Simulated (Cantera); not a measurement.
Input: 1 mol SiCl₄, 1.5 mol Cl₂, 0.42 mol H₂, held at 1150 K and 1.50 bar.

Equilibrium computed with Cantera from the NASA thermochemical tables; the gas is ideal and each condensed phase is pure. Candidate condensed phases: Si; 19 gas species. The numbers say what is thermodynamically allowed, not how fast it happens.

Base state: Cl₂ 0.369, SiCl₄ 0.342, HCl 0.287, Cl 0.00136 (mole fractions); condensed: gas only.

Question: What changes in the equilibrium state with this change: temperature from 1150 K to 775 K?

Answer: 
| species | before | after |
|---|---|---|
| Cl₂ | 0.369 | 0.370 |
| SiCl₄ | 0.342 | 0.342 |
| HCl | 0.287 | 0.288 |
| Cl | 0.00136 | 2.55e-6 |
